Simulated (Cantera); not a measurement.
Cantera run:

```python
import numpy as np
import cantera as ct

gas_names = """
    CL CL2 H HCL H2 N NH NH2 NH3 N2 N2H2 N2H4 Si SiCL SiCL2 SiCL3 SiCL4 SiH SiHCL3 SiH2 SiH2CL2 SiH3
    SiH3CL SiH4 SiN Si2 Si2N Si3
""".split()
cond_names = """
    NH4CL(a) NH4CL(b) Si(cr) Si(L) Si3N4(a)
""".split()


# ... load() reads the species with a 1 bar reference pressure and builds the phases ...
atoms = {
    'Si3N4': {'Si': 3, 'N': 4},
    'Cl2': {'CL': 2},
    'H2': {'H': 2},
}
top_T = {'Si3N4(a)': 2400}  # K; cautious upper limits of use, not melting points


# ... equilibrate(T, P, feed) seeds the gas with the atoms and calls Mixture.equilibrate('TP', solver="vcs", rtol=1e-11, max_steps=5000) ...
results = []
feed = {'Si3N4': 1, 'Cl2': 43, 'H2': 2.1}  # mol
T = 1148.15  # K
P = 24  # Pa
mix = equilibrate(T, P, feed)
results.append((T, P, feed, dict(zip(mix.species_names, mix.species_moles))))
x = sorted(zip(gas.X, gas.species_names), reverse=True)
print(f"T = {T:g} K  P = {P:g} Pa  gas = {mix.phase_moles(0):.4g} mol")
print("   x: " + "  ".join(f"{s} {v:.3e}" for v, s in x if v > 0.001))
print("   condensed (mol): " + ("  ".join(f"{mix.phase(i).name} {mix.phase_moles(i):.4g}"
      for i in range(1, mix.n_phases) if mix.phase_moles(i) > 1e-12) or "none"))
```

It prints:

```
T = 1148.15 K  P = 24 Pa  gas = 47.45 mol
   x: CL2 6.648e-01  CL 1.413e-01  HCL 8.851e-02  SiCL4 6.322e-02  N2 4.215e-02
   condensed (mol): none
```

Equilibrium computed with Cantera from the NASA thermochemical tables; the gas is ideal and each condensed phase is pure.
